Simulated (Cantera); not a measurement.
Input (Python, Cantera):

```python
import numpy as np
import cantera as ct

gas = ct.Solution("gri30.yaml")
gas.TPX = 300, 150000, {'CH4': 1.3, 'O2': 1.43, 'N2': 5.37}
flame = ct.FreeFlame(gas, width=0.03)
flame.set_refine_criteria(ratio=3, slope=0.08, curve=0.16)
flame.transport_model = "mixture-averaged"
flame.solve(loglevel=0, auto=True)
z, T = flame.grid, flame.T
thick = (T[-1] - T[0]) / np.gradient(T, z).max()
show = ['CH4', 'O2', 'C2H4', 'NO2', 'H2', 'H']
print(f"laminar burning velocity  {flame.velocity[0] * 100:.3f} cm/s")
print(f"burnt temperature         {T[-1]:.1f} K")
print(f"thermal thickness         {thick * 1e3:.4f} mm")
print(f"grid points               {len(z)}")
z0 = z[flame.heat_release_rate.argmax()]
print(f"{'z/mm':>9s}{'T/K':>9s}{'u/(m/s)':>9s}" + "".join(f"{s:>11s}" for s in show))
rows = []
for k in (-3, -2, -1.5, -1, -0.5, -0.25, 0, 0.25, 0.5, 1, 2, 4, 8):
    zz = z0 + k * thick
    rows.append([k * thick, np.interp(zz, z, T), np.interp(zz, z, flame.velocity),
                 *(np.interp(zz, z, flame.X[gas.species_index(s)]) for s in show)])
    print(f"{rows[-1][0] * 1e3:9.3f}{rows[-1][1]:9.1f}{rows[-1][2]:9.3f}" + "".join(f"{x:11.3e}" for x in rows[-1][3:]))
```

It prints:

```
laminar burning velocity  4.947 cm/s
burnt temperature         1730.6 K
thermal thickness         1.7923 mm
grid points               109
     z/mm      T/K  u/(m/s)        CH4         O2       C2H4        NO2         H2          H
   -5.377    300.4    0.050  1.599e-01  1.759e-01  6.089e-08  2.132e-12  3.458e-03  1.562e-20
   -3.585    306.5    0.051  1.582e-01  1.744e-01  2.341e-06  6.802e-11  1.073e-02  1.443e-17
   -2.689    337.9    0.057  1.543e-01  1.711e-01  2.333e-05  5.957e-10  2.038e-02  2.847e-15
   -1.792    484.2    0.083  1.408e-01  1.585e-01  2.015e-04  4.391e-09  3.652e-02  5.687e-12
   -0.896    935.7    0.165  1.003e-01  1.125e-01  1.334e-03  1.282e-08  5.663e-02  5.759e-07
   -0.448   1278.6    0.228  6.640e-02  7.014e-02  2.646e-03  3.428e-09  6.654e-02  1.438e-05
    0.000   1583.3    0.286  3.390e-02  2.769e-02  3.049e-03  2.290e-10  7.527e-02  1.121e-04
    0.448   1712.4    0.311  1.967e-02  8.336e-03  1.371e-03  3.673e-11  8.061e-02  1.723e-04
    0.896   1747.7    0.318  1.541e-02  2.971e-03  5.644e-04  1.319e-11  8.367e-02  1.366e-04
    1.792   1760.6    0.320  1.268e-02  6.305e-04  1.935e-04  3.209e-12  8.754e-02  8.462e-05
    3.585   1757.3    0.320  1.055e-02  7.617e-05  1.065e-04  4.559e-13  9.241e-02  6.359e-05
    7.169   1748.1    0.319  8.464e-03  2.658e-06  8.544e-05  5.120e-14  9.825e-02  5.853e-05
   14.339   1738.2    0.319  6.700e-03  2.202e-08  7.600e-05  3.003e-14  1.045e-01  5.637e-05
```

Cantera simulation using GRI-Mech 3.0 (53 species, 325 reactions); the numbers are that mechanism's predictions, not measurements. Burning velocities carry a grid error of a few per cent, more on coarse grids.
